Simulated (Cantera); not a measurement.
What does this Cantera script print?

```python
import numpy as np
import cantera as ct

gas = ct.Solution("gri30.yaml")
gas.TPX = 2073, 1000000, {'CH4': 1, 'CO2': 0.84}
reactor = ct.IdealGasConstPressureReactor(gas, energy="off", clone=False)
net = ct.ReactorNet([reactor])
net.rtol, net.atol = 1e-08, 1e-18
show = ['CH4', 'CO2', 'C2H', 'O', 'CH2CO', 'CH2O']
times = np.geomspace(0.0002, 200, 13)

steps = ct.SolutionArray(gas, extra=["t"])
rows = []
print(f"{'t/s':>10s}{'T/K':>9s}{'P/Pa':>11s}" + "".join(f"{s:>11s}" for s in show))
for t in times:
    while net.time < t:
        t_next = net.step()
        steps.append(gas.state, t=t_next)
    rows.append([np.interp(t, steps.t, y) for y in (steps.T, steps.P, *steps(*show).X.T)])
    print(f"{t:10.3e}{rows[-1][0]:9.1f}{rows[-1][1]:11.4g}" + "".join(f"{x:11.3e}" for x in rows[-1][2:]))
rate = np.gradient(steps.T, steps.t)
print("integrator steps:", len(steps.t))
if steps.T.max() > steps.T[0] + 200:
    print(f"time of steepest temperature rise: {steps.t[rate.argmax()]:.4e} s")
gas.TPX = 2073, 1000000, {'CH4': 1, 'CO2': 0.84}
gas.equilibrate("TP")
print(f"equilibrium (TP): T = {gas.T:.1f} K  " + "  ".join(f"{s} {gas[s].X[0]:.3e}" for s in show))
```

It prints:

```
       t/s      T/K       P/Pa        CH4        CO2        C2H          O      CH2CO       CH2O
 2.000e-04   2073.0      1e+06  3.642e-02  8.246e-02  5.365e-06  1.044e-08  1.775e-04  1.613e-05
 6.325e-04   2073.0      1e+06  2.068e-02  3.657e-02  4.349e-06  1.016e-08  1.302e-04  7.032e-06
 2.000e-03   2073.0      1e+06  1.570e-02  2.143e-02  2.588e-06  6.945e-09  5.452e-05  2.728e-06
 6.325e-03   2073.0      1e+06  1.035e-02  9.317e-03  1.360e-06  3.628e-09  1.670e-05  1.258e-06
 2.000e-02   2073.0      1e+06  6.636e-03  2.530e-03  7.401e-07  1.133e-09  4.939e-06  9.808e-07
 6.325e-02   2073.0      1e+06  5.219e-03  2.078e-04  5.382e-07  9.915e-11  2.523e-06  9.587e-07
 2.000e-01   2073.0      1e+06  5.093e-03  7.061e-06  5.210e-07  4.243e-12  2.353e-06  9.584e-07
 6.325e-01   2073.0      1e+06  5.093e-03  6.879e-06  5.209e-07  4.157e-12  2.353e-06  9.584e-07
 2.000e+00   2073.0      1e+06  5.093e-03  6.879e-06  5.209e-07  4.157e-12  2.353e-06  9.584e-07
 6.325e+00   2073.0      1e+06  5.093e-03  6.879e-06  5.209e-07  4.157e-12  2.353e-06  9.584e-07
 2.000e+01   2073.0      1e+06  5.093e-03  6.879e-06  5.209e-07  4.157e-12  2.353e-06  9.584e-07
 6.325e+01   2073.0      1e+06  5.093e-03  6.879e-06  5.209e-07  4.157e-12  2.353e-06  9.584e-07
 2.000e+02   2073.0      1e+06  5.093e-03  6.879e-06  5.209e-07  4.157e-12  2.353e-06  9.584e-07
integrator steps: 1996
equilibrium (TP): T = 2073.0 K  CH4 5.093e-03  CO2 6.979e-06  C2H 5.209e-07  O 4.208e-12  CH2CO 2.355e-06  CH2O 9.584e-07
```

Computed with Cantera and GRI-Mech 3.0 (53 species, 325 reactions).
